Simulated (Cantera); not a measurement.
A closed system holds: 1 mol CCl4, a varied amount of CH4, 0.13 mol H2, held at 1002 °C and 6800 Pa.

These are equilibrium values from Cantera (NASA tables, ideal gas, pure condensed phases), not measurements of a reactor. Candidate condensed phases: C, C6H6, C7H8, C8H18; 91 gas species. Kinetics and transport are ignored.

Question: At 0.058 mol CH4, list the 4 most abundant gas species with their mole fractions, and the condensed phases.

Answer: Cl2 0.752, HCl 0.215, Cl 0.0329, CCl4 2.66e-5. Condensed: C(graphite).
